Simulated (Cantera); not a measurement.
**Aluminium nitride and oxide growth: Al(CH3)3 + N2O + H2**

Input: 1 mol Al(CH3)3, 3.4 mol N2O, 950 mol H2, at 2000 K and 43.0 Pa.

Cantera equilibrium calculation (NASA polynomials, part measured and part estimated; ideal gas, pure solids and liquids). Candidate condensed phases: Al, AlN, Al2O3, C, C6H6, C7H8, C8H18, H2O; 148 gas species. The feed counts by its element totals alone. The tables' values for AlOH are old estimates; treat these amounts as uncertain. Equilibrium is a limit: real reactors are often held back by kinetics, nucleation or transport.

```yaml
x(H2): 0.917
x(H): 0.0751
x(N2): 0.00340
x(CO): 0.00300
x(Al): 0.000946
x(H2O): 0.000365
x(Al2O): 1.84e-5
x(AlOH): 1.12e-5
x(AlH): 5.25e-6
gas_amount: 999.4 mol
log10 activity of Al(l) (absent): -4.17
log10 activity of C(graphite) (absent): -6.42
```
